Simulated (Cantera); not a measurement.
A closed system holds: 1 mol CH₃Cl, 1.6 mol H₂, 0.68 mol CH₄, equilibrated at 9.70 Pa.

These are equilibrium values from Cantera (NASA tables, ideal gas, pure condensed phases), not measurements of a reactor. Candidate condensed phases: C, C₆H₆, C₇H₈, C₈H₁₈; 91 gas species. Rates play no part.

x: gas mole fraction; n: condensed amount in mol.

```json
[
 {"T (K)": "1748", "x H": "0.0205", "x H₂": "0.780", "x HCl": "0.195", "x Cl": "0.00396", "x C₃": "(withheld)", "n C(graphite)": "1.68"},
 {"T (K)": "1823", "x H": "0.0385", "x H₂": "0.764", "x HCl": "0.190", "x Cl": "0.00728", "x C₃": "(withheld)", "n C(graphite)": "1.68"},
 {"T (K)": "1898", "x H": "0.0682", "x H₂": "0.738", "x HCl": "0.181", "x Cl": "0.0126", "x C₃": "(withheld)", "n C(graphite)": "1.68"},
 {"T (K)": "1973", "x H": "0.114", "x H₂": "0.697", "x HCl": "0.167", "x Cl": "0.0205", "x C₃": "(withheld)", "n C(graphite)": "1.68"},
 {"T (K)": "2048", "x H": "0.182", "x H₂": "0.638", "x HCl": "0.149", "x Cl": "0.0314", "x C₃": "(withheld)", "n C(graphite)": "1.67"},
 {"T (K)": "2123", "x H": "0.272", "x H₂": "0.557", "x HCl": "0.125", "x Cl": "0.0447", "x C₃": "(withheld)", "n C(graphite)": "1.67"},
 {"T (K)": "2198", "x H": "0.383", "x H₂": "0.459", "x HCl": "0.0977", "x Cl": "0.0593", "x C₃": "(withheld)", "n C(graphite)": "1.66"},
 {"T (K)": "2273", "x H": "0.505", "x H₂": "0.350", "x HCl": "0.0702", "x Cl": "0.0731", "x C₃": "(withheld)", "n C(graphite)": "1.66"},
 {"T (K)": "2348", "x H": "0.622", "x H₂": "0.246", "x HCl": "0.0463", "x Cl": "0.0840", "x C₃": "(withheld)", "n C(graphite)": "1.65"},
 {"T (K)": "2423", "x H": "0.718", "x H₂": "0.159", "x HCl": "0.0284", "x Cl": "0.0912", "x C₃": "(withheld)", "n C(graphite)": "1.61"},
 {"T (K)": "2498", "x H": "0.784", "x H₂": "0.0959", "x HCl": "0.0165", "x Cl": "0.0951", "x C₃": "(withheld)", "n C(graphite)": "1.49"}
]
```

Problem. Complete the blanks.

Solution. 
- 1748, x C₃: 2.30e-10
- 1823, x C₃: 2.36e-9
- 1898, x C₃: 2.02e-8
- 1973, x C₃: 1.46e-7
- 2048, x C₃: 9.06e-7
- 2123, x C₃: 4.94e-6
- 2198, x C₃: 2.39e-5
- 2273, x C₃: 0.000104
- 2348, x C₃: 0.000411
- 2423, x C₃: 0.00149
- 2498, x C₃: 0.00497
